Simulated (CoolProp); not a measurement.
Vapour-liquid equilibrium of carbon dioxide (1) + ethane (2) at 2.07 MPa; x and y are mole fractions of (1).

Values from CoolProp's multi-fluid Helmholtz-energy mixture model, Span 1996 and Bücker 2006; pair parameters Kunz 2012.

### Question
Give the bubble temperature and the first vapour's composition at x = 0.125, 0.65, 0.875. Is there an azeotrope?

### Answer
x = 0.125: 259.6 K, y = 0.232; x = 0.65: 249.3 K, y = 0.658; x = 0.875: 250.8 K, y = 0.814. y crosses x between x = 0.65 and 0.725: the model has an azeotrope there.

Pair parameters are fitted to limited data, so mixtures are less certain than the pure fluids.
